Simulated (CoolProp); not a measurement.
A single-stage vapour-compression cycle with propane: evaporating at 227.15 K (dew point), condensing at 262.15 K (bubble point), superheat 2 K, subcooling 8 K, compressor efficiency 0.65, no pressure losses. Each further row changes one setting.

The numbers come from the reference Helmholtz-energy equation of state, Lemmon 2009 in CoolProp.

```json
[
 {"case": "as stated", "cooling COP": "[?]", "pressure ratio": "3.93", "discharge temperature (K)": "295.8", "refrigerating effect (kJ/kg)": "370", "volumetric capacity (kJ/m³)": "753"},
 {"case": "evaporating temperature 232.15 K", "cooling COP": "4.73", "pressure ratio": "3.14", "discharge temperature (K)": "290.3", "refrigerating effect (kJ/kg)": "376", "volumetric capacity (kJ/m³)": "942"},
 {"case": "condensing temperature 257.15 K", "cooling COP": "4.63", "pressure ratio": "3.31", "discharge temperature (K)": "287.4", "refrigerating effect (kJ/kg)": "382", "volumetric capacity (kJ/m³)": "777"},
 {"case": "subcooling 13 K", "cooling COP": "[?]", "pressure ratio": "3.93", "discharge temperature (K)": "295.8", "refrigerating effect (kJ/kg)": "382", "volumetric capacity (kJ/m³)": "777"},
 {"case": "superheat 12 K", "cooling COP": "[?]", "pressure ratio": "3.93", "discharge temperature (K)": "306.6", "refrigerating effect (kJ/kg)": "[?]", "volumetric capacity (kJ/m³)": "747"},
 {"case": "compressor efficiency 0.55", "cooling COP": "3.29", "pressure ratio": "3.93", "discharge temperature (K)": "305.7", "refrigerating effect (kJ/kg)": "370", "volumetric capacity (kJ/m³)": "753"}
]
```

Task: Complete the blanks.

Result: 
- as stated, cooling COP: 3.89
- subcooling 13 K, cooling COP: 4.02
- superheat 12 K, cooling COP: 3.86
- superheat 12 K, refrigerating effect (kJ/kg): 385
